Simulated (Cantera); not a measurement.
A freely propagating, adiabatic, planar premixed flame of 5.97 % C₂H₄, 18.9 % O₂, 71.0 % N₂, 4.18 % H₂O, unburnt at 450 K and 263 Torr; mixture-averaged transport, grid criteria slope 0.08 and curve 0.16, no radiation.

Model: GRI-Mech 3.0 (53 species, 325 reactions), integrated in Cantera. GRI-Mech 3.0 was tuned for natural gas; its chemistry of ethylene as a main component is partial and can be far from experiment. Burning velocities carry a grid error of a few per cent, more on coarse grids.

x: mole fraction of selected species; z is measured from the peak of heat release.

| z (mm) | T (K) | u (m/s) | x C₂H₄ | x O₂ | x H₂O | x HCO | x HO₂ | x H |
|---|---|---|---|---|---|---|---|---|
| -2.12 | 450 | 1.61 | 0.0597 | 0.189 | 0.0418 | <1e-8 | ___ | <1e-8 |
| -1.42 | 450 | 1.61 | 0.0596 | 0.188 | 0.0418 | <1e-8 | ___ | <1e-8 |
| -1.06 | 451 | 1.62 | 0.0596 | 0.188 | 0.0418 | <1e-8 | ___ | <1e-8 |
| -0.708 | 461 | 1.66 | 0.0593 | 0.187 | 0.0426 | <1e-8 | ___ | 1.52e-8 |
| -0.354 | 691 | 2.52 | 0.0519 | 0.170 | 0.0582 | 2.49e-6 | ___ | 6.36e-5 |
| -0.177 | 1113 | 4.14 | 0.0328 | 0.134 | 0.0851 | 5.38e-5 | ___ | 0.00115 |
| 0 | 1525 | 5.77 | 0.0101 | 0.0904 | 0.112 | 0.000125 | ___ | 0.00425 |
| 0.177 | 1741 | 6.63 | 0.00109 | 0.0612 | 0.127 | 5.91e-5 | ___ | 0.00810 |
| 0.354 | 1803 | 6.86 | 4.79e-5 | 0.0475 | 0.132 | 7.94e-6 | ___ | 0.0112 |
| 0.708 | 1842 | 6.97 | 4.54e-8 | 0.0382 | 0.131 | 9.29e-8 | ___ | 0.0141 |
| 1.42 | 1889 | 7.10 | <1e-8 | 0.0333 | 0.128 | 4.64e-8 | ___ | 0.0148 |
| 2.83 | 1948 | 7.29 | <1e-8 | 0.0307 | 0.130 | 3.40e-8 | ___ | 0.0127 |
| 5.66 | 2023 | 7.53 | <1e-8 | 0.0285 | 0.134 | 2.26e-8 | ___ | 0.00936 |

Problem. What belongs in the gaps?

Solution. 
- -2.12, x HO₂: 2.63e-8
- -1.42, x HO₂: 5.39e-7
- -1.06, x HO₂: 3.27e-6
- -0.708, x HO₂: 3.34e-5
- -0.354, x HO₂: 0.000424
- -0.177, x HO₂: 0.000589
- 0, x HO₂: 0.000276
- 0.177, x HO₂: 4.85e-5
- 0.354, x HO₂: 8.47e-6
- 0.708, x HO₂: 4.35e-6
- 1.42, x HO₂: 3.59e-6
- 2.83, x HO₂: 2.99e-6
- 5.66, x HO₂: 2.38e-6
